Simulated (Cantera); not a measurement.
Input (Python, Cantera) and output of one run.

```python
import numpy as np
import cantera as ct

gas_names = """
    F F2 N NF NF2 NF3 N2 Si SiF SiF2 SiF3 SiF4 SiN Si2 Si2N Si3
""".split()
cond_names = """
    Si(cr) Si(L) Si3N4(a)
""".split()


# ... load() reads the species with a 1 bar reference pressure and builds the phases ...
atoms = {
    'Si': {'Si': 1},
    'NF3': {'N': 1, 'F': 3},
}
top_T = {'Si3N4(a)': 2400}  # K; cautious upper limits of use, not melting points


# ... equilibrate(T, P, feed) seeds the gas with the atoms and calls Mixture.equilibrate('TP', solver="vcs", rtol=1e-11, max_steps=5000) ...
results = []
T = 875  # K
P = 13332.2  # Pa
for m in [0.67, 0.94, 1.3, 1.9, 2.6, 3.7, 5.2, 7.3]:
    feed = {'Si': 1, 'NF3': m}  # mol
    mix = equilibrate(T, P, feed)
    results.append((T, P, feed, dict(zip(mix.species_names, mix.species_moles))))
    x = sorted(zip(gas.X, gas.species_names), reverse=True)
    print(f"T = {T:g} K  P = {P:g} Pa  n(NF3) = {m:g} mol  gas = {mix.phase_moles(0):.4g} mol")
    print("   x: " + "  ".join(f"{s} {v:.3e}" for v, s in x if v > 0.001))
    print("   condensed (mol): " + ("  ".join(f"{mix.phase(i).name} {mix.phase_moles(i):.4g}"
          for i in range(1, mix.n_phases) if mix.phase_moles(i) > 1e-12) or "none"))
```

It prints:

```
T = 875 K  P = 13332.2 Pa  n(NF3) = 0.67 mol  gas = 0.5058 mol
   x: SiF4 9.934e-01  N2 6.590e-03
   condensed (mol): Si3N4(a) 0.1658
T = 875 K  P = 13332.2 Pa  n(NF3) = 0.94 mol  gas = 0.9783 mol
   x: SiF4 7.206e-01  N2 2.794e-01
   condensed (mol): Si3N4(a) 0.09833
T = 875 K  P = 13332.2 Pa  n(NF3) = 1.3 mol  gas = 1.608 mol
   x: SiF4 6.062e-01  N2 3.938e-01
   condensed (mol): Si3N4(a) 0.008333
T = 875 K  P = 13332.2 Pa  n(NF3) = 1.9 mol  gas = 2.75 mol
   x: SiF4 3.636e-01  N2 3.283e-01  F2 2.416e-01  NF3 3.428e-02  F 3.216e-02
   condensed (mol): none
T = 875 K  P = 13332.2 Pa  n(NF3) = 2.6 mol  gas = 4.04 mol
   x: F2 3.617e-01  N2 2.921e-01  SiF4 2.475e-01  NF3 5.924e-02  F 3.935e-02
   condensed (mol): none
T = 875 K  P = 13332.2 Pa  n(NF3) = 3.7 mol  gas = 6.061 mol
   x: F2 4.472e-01  N2 2.663e-01  SiF4 1.650e-01  NF3 7.775e-02  F 4.376e-02
   condensed (mol): none
T = 875 K  P = 13332.2 Pa  n(NF3) = 5.2 mol  gas = 8.817 mol
   x: F2 5.007e-01  N2 2.502e-01  SiF4 1.134e-01  NF3 8.930e-02  F 4.630e-02
   condensed (mol): none
T = 875 K  P = 13332.2 Pa  n(NF3) = 7.3 mol  gas = 12.67 mol
   x: F2 5.367e-01  N2 2.395e-01  NF3 9.695e-02  SiF4 7.890e-02  F 4.794e-02
   condensed (mol): none
```

Method: chemical equilibrium by Gibbs-energy minimisation in Cantera with the NASA 1993 tables (ideal gas, pure condensed phases).
